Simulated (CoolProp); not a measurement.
R407C along the isobar 6.55 MPa: fugacity coefficient from the reference equation and from simpler models built on Tc = 86.2 °C, pc = 4.632 MPa, ω = 0.363; each cubic takes its own stable root.

Model: reference Helmholtz-energy equation of state, Lemmon 2003, in CoolProp. It is a pseudo-pure fit of the blend.

| T (°C) | phase | reference | van der Waals | Redlich-Kwong | Soave-Redlich-Kwong | Peng-Robinson |
|---|---|---|---|---|---|---|
| 3.65 | liquid | 0.09341 | 0.2416 | 0.1408 | 0.09081 | 0.08739 |
| 23.95 | liquid | 0.1605 | 0.3119 | 0.2164 | 0.1621 | 0.1553 |
| 44.25 | liquid | 0.2501 | 0.3873 | 0.3067 | 0.2592 | 0.2480 |
| 64.55 | liquid | 0.3592 | 0.4652 | 0.4067 | 0.3780 | 0.3615 |
| 84.85 | liquid | 0.4805 | 0.5426 | 0.5090 | 0.5072 | 0.4854 |
| 105.15 | supercritical | 0.5956 | 0.6152 | 0.6021 | 0.6226 | 0.5962 |
| 125.35 | supercritical | 0.6735 | 0.6749 | 0.6694 | 0.6991 | 0.6704 |
| 145.65 | supercritical | 0.7299 | 0.7190 | 0.7184 | 0.7557 | 0.7260 |
| 165.95 | supercritical | 0.7742 | 0.7537 | 0.7574 | 0.8008 | 0.7709 |
| 186.25 | supercritical | 0.8103 | 0.7824 | 0.7897 | 0.8378 | 0.8081 |
| 206.55 | supercritical | 0.8400 | 0.8068 | 0.8167 | 0.8685 | 0.8394 |
| 226.85 | supercritical | 0.8649 | 0.8277 | 0.8398 | 0.8943 | 0.8658 |
